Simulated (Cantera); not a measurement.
An adiabatic, constant-pressure homogeneous reactor starts with 15.9 % H₂, 17.6 % O₂, 66.5 % N₂, equivalence ratio 0.45, at 1700 K and 140000 Pa.

Detailed kinetics in Cantera: the H2/O2 subset of GRI-Mech 3.0, which has no nitrogen chemistry.

One state of this run: T (K) = 2391; x H₂ = 0.0111; x O₂ = 0.0949; x OH = 0.0261; x H₂O₂ = 3.02e-7; x H = 0.0116. x: mole fraction; the columns are a selection and need not sum to one.

### Question
Which value of t (s) does it belong to?
(A) 1.14e-5
(B) 4.34e-5
(C) 0.00909
(D) 0.131

### Answer
B, 4.34e-5
